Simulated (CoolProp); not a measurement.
Vapour-liquid equilibrium of CH2F2 (R32) (1) + fluoroethane (R161) (2) at 264.7 K; x and y are mole fractions of (1).

The numbers come from the multi-fluid Helmholtz-energy mixture model, Tillner-Roth 1997 and Wu 2012; pair parameters Bell 2016 in CoolProp.

```
x      bubble pressure, mixture model (MPa)  bubble pressure, Raoult's law (MPa)  y, mixture model  y, Raoult's law
-----  ------------------------------------  -----------------------------------  ----------------  ---------------
0.05                                 0.3467                               0.3417             0.098            0.090
0.125                                0.3737                               0.3632             0.221            0.212
0.2                                  0.3986                               0.3848             0.324            0.319
0.275                                0.4218                               0.4063             0.413            0.416
0.35                             (withheld)                               0.4279             0.492            0.503
0.425                                0.4651                               0.4494             0.564            0.581
0.5                                  0.4855                               0.4710             0.631            0.653
0.575                                0.5054                               0.4925        (withheld)            0.718
0.65                                 0.5250                               0.5141             0.753            0.777
0.725                                0.5443                               0.5356             0.810            0.832
0.8                                  0.5636                               0.5571        (withheld)            0.883
0.875                                0.5827                               0.5787             0.917            0.929
0.95                                 0.6018                               0.6002             0.967            0.973
```

**Question.** Fill in the missing entries.

**Answer.** 
- 0.35, bubble pressure, mixture model (MPa): 0.4439
- 0.575, y, mixture model: 0.694
- 0.8, y, mixture model: 0.864

The largest gap from Raoult's law is +3.8 % in bubble pressure, at x = 0.275. No azeotrope shows between x = 0.05 and 0.95.

The pair parameters rest on a limited set of measurements; away from them the model extrapolates.
